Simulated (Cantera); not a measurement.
A closed system holds: 1 mol Cu, 0.32 mol NH3, 1.6 mol N2, at 1723.15 K and 2.90 mbar.

Cantera equilibrium calculation (NASA polynomials, part measured and part estimated; ideal gas, pure solids and liquids). Candidate condensed phases: Cu; 11 gas species. The numbers say what is thermodynamically allowed, not how fast it happens.

Q: What is the equilibrium state?

A: 
- x(N2) = 0.727
- x(H2) = 0.198
- x(Cu) = 0.0737
- x(H) = 0.00151
- x(Cu2) = 9.97e-5
- n(Cu(l)) = 0.821 mol
- gas amount = 2.420 mol
